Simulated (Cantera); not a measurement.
Input: 1 mol Al(CH₃)₃, 14 mol N₂O, 110 mol H₂, at 13.3 mbar.

Cantera equilibrium calculation (NASA polynomials, part measured and part estimated; ideal gas, pure solids and liquids). Candidate condensed phases: Al, AlN, Al₂O₃, C, C₆H₆, C₇H₈, C₈H₁₈, H₂O; 148 gas species. The feed counts by its element totals alone. Rates play no part. All values below are at 727 °C.

Base state: H₂ 0.801, N₂ 0.106, H₂O 0.0697, CO 0.0203, CO₂ 0.00253 (mole fractions); condensed: Al₂O₃(s).

Task: What changes in the equilibrium state with this change: H₂ from 110 to 23 mol?

Result: 
| species | before | after |
|---|---|---|
| H₂ | 0.801 | 0.430 |
| N₂ | 0.106 | 0.315 |
| H₂O | 0.0697 | 0.188 |
| CO₂ | 0.00253 | 0.0259 |
| CO | 0.0203 | 0.0415 |
| Al₂O₃(s), mol | 0.500 | 0.500 |

Task: What changes in the equilibrium state with this change: Al(CH₃)₃ replaced by Al?

Result: 
```json
[
 {"species": "H₂", "before": "0.801", "after": "0.786"},
 {"species": "N₂", "before": "0.106", "after": "0.113"},
 {"species": "H₂O", "before": "0.0697", "after": "0.101"},
 {"species": "CO", "before": "0.0203", "after": "0"},
 {"species": "CO₂", "before": "0.00253", "after": "0"},
 {"species": "Al₂O₃(s), mol", "before": "0.500", "after": "0.500"}
]
```

Task: What changes in the equilibrium state with this change: H₂ from 110 to 600 mol?

Result: 
| species | before | after |
|---|---|---|
| H₂ | 0.801 | 0.957 |
| N₂ | 0.106 | 0.0225 |
| H₂O | 0.0697 | 0.0152 |
| CO | 0.0203 | 0.00472 |
| CO₂ | 0.00253 | 0.000107 |
| Al₂O₃(s), mol | 0.500 | 0.500 |
